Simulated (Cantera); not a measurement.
Charge: 1 mol Cu, 2.6 mol O₂, 6.2 mol CO, held at 133 Pa.

These are equilibrium values from Cantera (NASA tables, ideal gas, pure condensed phases), not measurements of a reactor. Candidate condensed phases: C, Cu, CuO, Cu₂O; 15 gas species. The numbers say what is thermodynamically allowed, not how fast it happens.

x: gas mole fraction; n: condensed amount in mol.

```
T (K)  x CO₂   x CO      x Cu     x Cu₂        x O₂  n Cu(s)  n Cu(l)
-----  -----  -----  --------  --------  ----------  -------  -------
873    0.839  0.161  3.39e-11    <1e-12      <1e-12     1.00        0
923    0.839  0.161  4.11e-10    <1e-12      <1e-12     1.00        0
973    0.839  0.161   3.84e-9    <1e-12      <1e-12     1.00        0
1023   0.839  0.161   2.88e-8    <1e-12      <1e-12     1.00        0
1073   0.839  0.161   1.79e-7    <1e-12      <1e-12    1.000        0
1123   0.839  0.161   9.40e-7  1.03e-11      <1e-12    1.000        0
1173   0.839  0.161   4.28e-6  8.84e-11  (withheld)    1.000        0
1223   0.839  0.161   1.72e-5  6.34e-10  (withheld)    1.000        0
1273   0.839  0.161   6.18e-5   3.88e-9  (withheld)    1.000        0
1323   0.839  0.161  0.000201   2.06e-8  (withheld)    0.999        0
1373   0.838  0.161  0.000593   9.41e-8  (withheld)        0    0.996
```

### Question
Some entries are withheld; supply them.

### Answer

- 1173, x O₂: 1.68e-12
- 1223, x O₂: 1.79e-11
- 1273, x O₂: 1.57e-10
- 1323, x O₂: 1.17e-9
- 1373, x O₂: 7.55e-9
